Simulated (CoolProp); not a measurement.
Vapour-liquid equilibrium of p-xylene (1) + n-nonane (2) at 0.28 MPa; x and y are mole fractions of (1).

The numbers come from the multi-fluid Helmholtz-energy mixture model, Zhou 2012 and Lemmon 2006; pair parameters Bell 2016 in CoolProp.

```tsv
x	bubble temperature (K)	y at the bubble point	dew temperature at overall composition x (K)	liquid density (mol/L)
0.05	466.1	0.064	466.3	4.501
0.125	464.9	0.156	465.3	4.629
0.2	463.8	0.243	464.4	4.763
0.275	462.8	0.327	463.4	4.903
0.35	461.8	0.406	462.5	5.049
0.425	460.8	0.483	461.5	5.202
0.5	459.8	0.558	460.6	5.363
0.575	458.9	0.630	459.6	5.531
0.65	458.1	0.700	458.7	5.709
0.725	457.2	0.768	457.7	5.896
0.8	456.3	0.834	456.8	6.093
0.875	455.5	0.898	455.8	6.301
0.95	454.6	0.960	454.8	6.520
```

No azeotrope shows between x = 0.05 and 0.95.

Pair parameters are fitted to limited data, so mixtures are less certain than the pure fluids.
